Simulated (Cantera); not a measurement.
Feed: 1 mol H2O, 0.068 mol SO2, 3.8 mol O2, at 75.0 Torr.

Equilibrium computed with Cantera from the NASA thermochemical tables; the gas is ideal and each condensed phase is pure. Candidate condensed phases: H2O, H2SO4, S; 19 gas species. Rates play no part. All values below are at 2623 K.

Base state: O2 0.690, H2O 0.151, O 0.0679, OH 0.0614, SO2 0.0126, H 0.0103, H2 0.00604, SO 0.000527 (mole fractions); condensed: gas only.

What changes in the equilibrium state with this change: H2O replaced by S?


```tsv
species	before	after
O2	0.690	0.668
SO2	0.0126	0.254
O	0.0679	0.0668
H2O	0.151	0
OH	0.0614	0
H	0.0103	0
SO	0.000527	0.0108
H2	0.00604	0
HO2	3.28e-5	0
S	5.26e-6	0.000110
```
